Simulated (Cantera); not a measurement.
A Cantera script and its output.

```python
import numpy as np
import cantera as ct

gas = ct.Solution("gri30.yaml", transport_model="multicomponent")
show = ['H', 'N2', 'C2H2']

rows = []
print(f"{'T/K':>7s}{'rho':>11s}{'cp':>10s}{'mu':>11s}{'lambda':>11s}{'Pr':>7s}" + "".join(f"{'D_' + s:>11s}" for s in show))
for T in [400, 650, 900, 1150, 1400, 1650, 1900]:
    gas.TPX = T, 8800, {'N2O': 0.077, 'N2': 0.45}
    Pr = gas.cp_mass * gas.viscosity / gas.thermal_conductivity
    D = [gas.mix_diff_coeffs_mole[gas.species_index(s)] for s in show]
    rows.append([gas.density, gas.cp_mass, gas.viscosity, gas.thermal_conductivity, Pr, *D])
    print(f"{T:7g}{gas.density:11.4e}{gas.cp_mass:10.1f}{gas.viscosity:11.4e}"
          f"{gas.thermal_conductivity:11.4e}{Pr:7.3f}" + "".join(f"{d:11.4e}" for d in D))
print("SI units: kg/m3, J/kg/K, Pa s, W/m/K, m2/s")
```

Output:

```
    T/K        rho        cp         mu     lambda     Pr        D_H       D_N2     D_C2H2
    400 8.0310e-02    1030.4 2.1829e-05 3.1666e-02  0.710 2.2669e-03 3.0358e-04 3.0804e-04
    650 4.9422e-02    1093.1 3.0899e-05 4.7394e-02  0.713 5.2569e-03 7.1055e-04 7.2301e-04
    900 3.5693e-02    1163.8 3.8533e-05 6.2837e-02  0.714 9.1233e-03 1.2378e-03 1.2611e-03
   1150 2.7934e-02    1214.4 4.5334e-05 7.7130e-02  0.714 1.3763e-02 1.8707e-03 1.9073e-03
   1400 2.2946e-02    1251.1 5.1574e-05 9.0410e-02  0.714 1.9110e-02 2.5999e-03 2.6519e-03
   1650 1.9469e-02    1279.2 5.7402e-05 1.0291e-01  0.714 2.5117e-02 3.4191e-03 3.4883e-03
   1900 1.6907e-02    1300.4 6.2909e-05 1.1469e-01  0.713 3.1747e-02 4.3231e-03 4.4114e-03
SI units: kg/m3, J/kg/K, Pa s, W/m/K, m2/s
```

Cantera simulation using GRI-Mech 3.0 (53 species, 325 reactions); the numbers are that mechanism's predictions, not measurements. The composition is frozen, though it would react at the higher temperatures.
